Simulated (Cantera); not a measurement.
Charge: 1 mol Cr2O3, 820 mol H2, 7.1 mol N2, held at 1100 Pa.

Method: chemical equilibrium by Gibbs-energy minimisation in Cantera with the NASA 1993 tables (ideal gas, pure condensed phases). Candidate condensed phases: Cr, CrN, Cr2N, Cr2O3, H2O; 29 gas species. Mutual solubility and eutectic melting of coexisting phases are not modelled. Equilibrium is a limit: real reactors are often held back by kinetics, nucleation or transport.

x: gas mole fraction; n: condensed amount in mol.

| T (°C) | x H2 | x N2 | x H | x H2O | n Cr(s) | n Cr2O3(s) |
|---|---|---|---|---|---|---|
| 952 | 0.991 | 0.00858 | 2.96e-6 | 0.000131 | 0.0724 | 0.964 |
| 1002 | 0.991 | 0.00858 | 7.00e-6 | 0.000212 | 0.117 | 0.941 |
| 1052 | 0.991 | 0.00858 | 1.55e-5 | 0.000331 | 0.182 | 0.909 |
| 1102 | 0.991 | 0.00858 | 3.25e-5 | 0.000498 | 0.272 | 0.863 |
| 1152 | 0.991 | 0.00858 | … | … | … | … |
| 1202 | 0.990 | 0.00858 | 0.000123 | 0.00104 | 0.547 | 0.714 |
| 1252 | 0.990 | 0.00858 | 0.000224 | 0.00144 | 0.726 | 0.602 |
| 1302 | 0.989 | 0.00858 | 0.000394 | 0.00197 | 0.901 | 0.457 |
| 1352 | 0.988 | 0.00858 | 0.000669 | 0.00263 | 0.998 | 0.275 |
| 1402 | 0.986 | 0.00857 | … | 0.00344 | … | … |
| 1452 | 0.984 | 0.00856 | 0.00176 | 0.00361 | 0 | 0 |
| 1502 | 0.983 | 0.00855 | 0.00274 | 0.00361 | 0 | 0 |
| 1552 | 0.981 | 0.00855 | 0.00416 | 0.00360 | 0 | 0 |

Question: Some entries are withheld; supply them.

Answer: 
- 1402, x H: 0.00110
- 1402, n Cr(s): 0.852
- 1402, n Cr2O3(s): 0.0480
- 1152, x H: 6.47e-5
- 1152, x H2O: 0.000729
- 1152, n Cr(s): 0.394
- 1152, n Cr2O3(s): 0.799
